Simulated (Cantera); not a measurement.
Feed: 1 mol C3H6, 0.53 mol CO2, equilibrated at 2298.15 K and 7.90 bar.

Method: chemical equilibrium by Gibbs-energy minimisation in Cantera with the NASA 1993 tables (ideal gas, pure condensed phases). Candidate condensed phases: C, C6H6, C7H8, C8H18, H2O; 110 gas species. Equilibrium is a limit: real reactors are often held back by kinetics, nucleation or transport.

Base state: H2 0.732, CO 0.261, C2H2 (acetylene) 0.00313, H 0.00292, CH4 0.000909, CH3 6.81e-5, H2O 6.34e-5, C2H4 2.87e-5 (mole fractions); condensed: C(graphite).

Problem. What changes in the equilibrium state with this change: CO2 from 0.53 to 1.6 mol?

Solution. 
```csv
species,before,after
CO,0.261,0.516
H2,0.732,0.479
H,0.00292,0.00236
C2H2 (acetylene),0.00313,0.00205
CO2,4.04e-6,1.58e-5
C2H4,2.87e-5,1.23e-5
"C(graphite), mol",2.44,1.37
```
